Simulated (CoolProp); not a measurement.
Properties of nitrous oxide along the isobar 0.101 MPa.

The numbers come from the reference Helmholtz-energy equation of state, Lemmon 2006 in CoolProp. It is a short technical equation, of lower accuracy than the large ones.

| T (°C) | phase | cp (kJ/(kg K)) | cv (kJ/(kg K)) | speed of sound (m/s) | isothermal compressibility (1/MPa) | expansivity (1/kK) | fugacity coefficient |
|---|---|---|---|---|---|---|---|
| -4.15 | gas | 0.8546 | 0.6596 | 254.7 | 9.977 | 3.806 | 0.9925 |
| 1.25 | gas | 0.8599 | 0.6653 | 257.0 | 9.972 | 3.726 | 0.9930 |
| 6.55 | gas | 0.8652 | 0.6708 | 259.3 | 9.968 | 3.651 | 0.9934 |
| 11.85 | gas | 0.8704 | 0.6763 | 261.6 | 9.964 | 3.579 | 0.9938 |
| 17.25 | gas | 0.8756 | 0.6819 | 263.8 | 9.960 | 3.508 | 0.9941 |
| 22.55 | gas | 0.8807 | 0.6873 | 266.1 | 9.957 | 3.442 | 0.9944 |
| 27.95 | gas | 0.8859 | 0.6927 | 268.3 | 9.954 | 3.377 | 0.9947 |
| 33.25 | gas | 0.8909 | 0.6979 | 270.5 | 9.951 | 3.316 | 0.9950 |
| 38.55 | gas | 0.8959 | 0.7031 | 272.6 | 9.948 | 3.257 | 0.9953 |
| 43.95 | gas | 0.9009 | 0.7083 | 274.8 | 9.946 | 3.199 | 0.9955 |
| 49.25 | gas | 0.9058 | 0.7133 | 276.9 | 9.943 | 3.144 | 0.9958 |
| 54.55 | gas | 0.9106 | 0.7183 | 279.0 | 9.941 | 3.091 | 0.9960 |
